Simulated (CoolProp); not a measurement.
A simple Rankine cycle with cyclopentane: condensing at 306.15 K, boiler at 0.203 MPa, turbine inlet 385.3 K, turbine efficiency 0.9, pump efficiency 0.6, no recuperator. Each further row changes one setting.

Model: reference Helmholtz-energy equation of state, Gedanitz 2015, in CoolProp.

```
case                             thermal efficiency (%)  net work (kJ/kg)  heat in (kJ/kg)  turbine exit temperature (K)  volume ratio over the turbine
-------------------------------  ----------------------  ----------------  ---------------  ----------------------------  -----------------------------
as stated                                           9.4               ___              510                           ___                           3.31
turbine inlet 405.3 K                               9.3              50.6              ___                         372.1                           3.31
condensing temperature 298.15 K                    11.2              58.7              525                         343.5                            ___
boiler pressure 0.142 MPa                           ___               ___              ___                           ___                           2.35
turbine efficiency 0.8                              8.3              42.4              510                         355.1                           3.34
```

Task: Fill in the missing entries.

Result: 
- as stated, net work (kJ/kg): 47.7
- as stated, turbine exit temperature (K): 351.5
- turbine inlet 405.3 K, heat in (kJ/kg): 544
- condensing temperature 298.15 K, volume ratio over the turbine: 4.40
- boiler pressure 0.142 MPa, thermal efficiency (%): 6.8
- boiler pressure 0.142 MPa, net work (kJ/kg): 35.0
- boiler pressure 0.142 MPa, heat in (kJ/kg): 512
- boiler pressure 0.142 MPa, turbine exit temperature (K): 361.4
